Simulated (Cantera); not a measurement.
# Equilibrium for silicon oxide and oxynitride deposition: HMDSO + O3 + H2

Input: 1 mol HMDSO, 1.1 mol O3, 5.2 mol H2, held at 1675 K.

These are equilibrium values from Cantera (NASA tables, ideal gas, pure condensed phases), not measurements of a reactor. Candidate condensed phases: C, C6H6, C7H8, C8H18, H2O, Si, SiC, SiO2; 123 gas species. The feed counts by its element totals alone. Mutual solubility and eutectic melting of coexisting phases are not modelled. The tables hold silica as quartz up to 1696 K and as liquid above; real silica turns to tridymite and cristobalite and melts near 1996 K. Kinetics and transport are ignored.

| P (Pa) | x H2 | x CO | x H | x SiO | x CH4 | x Si | x H2O | n SiC(s) | n SiO2(β-quartz) |
|---|---|---|---|---|---|---|---|---|---|
| 5 | 0.755 | 0.223 | 0.0143 | 0.00787 | 1.12e-8 | 0.000357 | 1.43e-8 | 1.85 | 0 |
| 36 | 0.763 | 0.224 | 0.00534 | 0.00806 | 8.16e-8 | 5.01e-5 | 1.06e-7 | 1.85 | 0 |
| 260 | 0.766 | 0.224 | 0.00199 | 0.00810 | 5.93e-7 | 6.95e-6 | 7.68e-7 | 1.85 | 0 |
| 1900 | 0.767 | 0.224 | 0.000738 | 0.00811 | 4.35e-6 | 9.51e-7 | 5.63e-6 | 1.85 | 0 |
| 14000 | 0.767 | 0.224 | 0.000272 | 0.00811 | 3.21e-5 | 1.29e-7 | 4.15e-5 | 1.85 | 0 |
| 100000 | 0.774 | 0.224 | 0.000102 | 0.00110 | 0.000632 | 6.67e-9 | 0.000110 | 1.89 | 0.0901 |
x: gas mole fraction; n: condensed amount in mol.

From 5.00e-5 bar to 0.140 bar the condensed part is SiC(s). At 1.00 bar the condensed part is SiC(s) + SiO2(β-quartz). The main Si-bearing gas is SiO throughout. The share of Si in condensed phases is highest at 1.00 bar (99.0 %) and lowest at 5.00e-5 bar (92.3 %).
